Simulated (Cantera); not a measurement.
An isothermal, constant-pressure homogeneous reactor starts with C3H8 : H2 = 1 : 1.9 (molar parts), at 1600 K and 36.0 Torr. Integrator tolerance rtol = 1e-08.

Cantera simulation using GRI-Mech 3.0 (53 species, 325 reactions); the numbers are that mechanism's predictions, not measurements. GRI-Mech 3.0 was tuned for natural gas; its chemistry of propane as a main component is partial and can be far from experiment. GRI-Mech 3.0 stops at C3 and has no aromatics, soot or wall deposition, so with more carbon than oxygen in the feed, carbon stays in small species such as C2H2 where larger ones or solid carbon would form. Radical loss at walls, strong at low pressure, is not modelled.

Problem. What does this change do: temperature 1600 to 1775 K?

Solution. 
```csv
quantity,before,after
x(C3H8) at 20.0 s,1.41e-11 (gas-phase equilibrium 1.20e-11),<1e-12 (gas-phase equilibrium <1e-12)
x(H2) at 20.0 s,0.741 (gas-phase equilibrium 0.742),0.744 (gas-phase equilibrium 0.744)
x(CH2) at 20.0 s,8.60e-9 (gas-phase equilibrium 7.57e-9),5.72e-8 (gas-phase equilibrium 5.72e-8)
x(C2H4) at 20.0 s,0.000991 (gas-phase equilibrium 0.000992),0.000251 (gas-phase equilibrium 0.000251)
x(CH4) at 20.0 s,0.00543 (gas-phase equilibrium 0.00475),0.00108 (gas-phase equilibrium 0.00108)
x(C2H6) at 20.0 s,1.73e-7 (gas-phase equilibrium 1.49e-7),1.32e-8 (gas-phase equilibrium 1.32e-8)
x(CH3) at 20.0 s,3.20e-5 (gas-phase equilibrium 2.80e-5),3.36e-5 (gas-phase equilibrium 3.36e-5)
```
